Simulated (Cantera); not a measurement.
Source: NASA polynomial tables (part measured, part estimated), evaluated in Cantera. Values are per mole of reaction as written; species without (g) are pure solids or liquids, kept so even where they would boil at 1 bar. VN: taken at fixed stoichiometry.

8 VN + 6 NO2(g) = 7 N2(g) + 4 V2O3

| T (K) | ΔH° (kJ) | ΔS° (J/K) | ΔG° (kJ) | log10 K |
|---|---|---|---|---|
| 300 | -3342.9 | -4.7 | -3341.5 | 581.80 |
| 898 | -3306.8 | 68.5 | -3368.3 | 195.92 |
| 973 | [?] | [?] | [?] | [?] |
| 1048 | -3301.7 | 73.8 | -3379.0 | 168.41 |
| 1123 | -3299.1 | 76.2 | -3384.6 | 157.43 |
| 1198 | -3296.4 | 78.5 | -3390.4 | 147.82 |
| 1273 | -3293.7 | 80.7 | -3396.4 | 139.36 |
| 1348 | -3290.7 | 83.0 | -3402.5 | 131.84 |
| 1423 | -3287.6 | 85.2 | -3408.8 | 125.13 |
| 1498 | -3284.3 | 87.5 | -3415.3 | 119.09 |
| 1573 | [?] | [?] | [?] | [?] |
| 1648 | [?] | [?] | [?] | [?] |

Q: Fill in the missing entries.

A: 
- 973, ΔH° (kJ): -3304.2
- 973, ΔS° (J/K): 71.3
- 973, ΔG° (kJ): -3373.6
- 973, log10 K: 181.10
- 1573, ΔH° (kJ): -3280.8
- 1573, ΔS° (J/K): 89.8
- 1573, ΔG° (kJ): -3422.0
- 1573, log10 K: 113.63
- 1648, ΔH° (kJ): -3277.0
- 1648, ΔS° (J/K): 92.1
- 1648, ΔG° (kJ): -3428.8
- 1648, log10 K: 108.68
